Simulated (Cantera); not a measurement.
A closed system holds: 1 mol SiO2, 400 mol H2, 13 mol N2, at 1698 K and 1.00 bar.

These are equilibrium values from Cantera (NASA tables, ideal gas, pure condensed phases), not measurements of a reactor. Candidate condensed phases: H2O, Si, SiO2, Si2N2O, Si3N4; 35 gas species. The tables hold silica as quartz up to 1696 K and as liquid above; real silica turns to tridymite and cristobalite and melts near 1996 K. Rates play no part.

Base state: H2 0.967, N2 0.0315, H2O 0.000506, SiO 0.000506, H 0.000142 (mole fractions); condensed: SiO2(condensed).

Q: What changes in the equilibrium state with this change: temperature from 1698 K to 625 K?

A: 
```tsv
species	before	after
H2	0.967	0.966
N2	0.0315	0.0294
NH3	6.17e-6	0.00448
SiO	0.000506	<1e-9
H	0.000142	<1e-9
H2O	0.000506	1.83e-6
SiO2(condensed), mol	0.791	0
SiO2(α-quartz), mol	0	1.000
Si2N2O(s), mol	0	0.000250
```
N2 is the only nitrogen source here; it is nearly inert below about 1500 K, so the nitride shown seldom forms there in practice.
